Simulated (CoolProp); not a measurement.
R507A at 328.14 K and 1.08 MPa flows at 1.2 m/s in a round tube of 12.7 mm bore and 0.25 µm roughness, fully developed (64/Re and Nu = 3.66 if laminar; Colebrook and Gnielinski if turbulent). Each further row changes one setting.

The numbers come from the reference Helmholtz-energy equation of state, Lemmon 2003 in CoolProp. It is a pseudo-pure fit of the blend.

```json
[
 {"case": "as stated", "Reynolds number": "49900", "Darcy friction factor": "0.0210", "pressure drop (Pa/m)": "53.9", "heat-transfer coefficient (W/(m² K))": "155", "mass flow (kg/h)": "24.8"},
 {"case": "velocity 2.4 m/s", "Reynolds number": "99700", "Darcy friction factor": "0.0181", "pressure drop (Pa/m)": "186", "heat-transfer coefficient (W/(m² K))": "270", "mass flow (kg/h)": "49.6"},
 {"case": "diameter 25.4 mm", "Reynolds number": "99700", "Darcy friction factor": "0.0181", "pressure drop (Pa/m)": "23.2", "heat-transfer coefficient (W/(m² K))": "135", "mass flow (kg/h)": "99.2"}
]
```

Viscosity comes from a separate model (Geller 2000). Thermal conductivity comes from a separate model (Geller 2001).
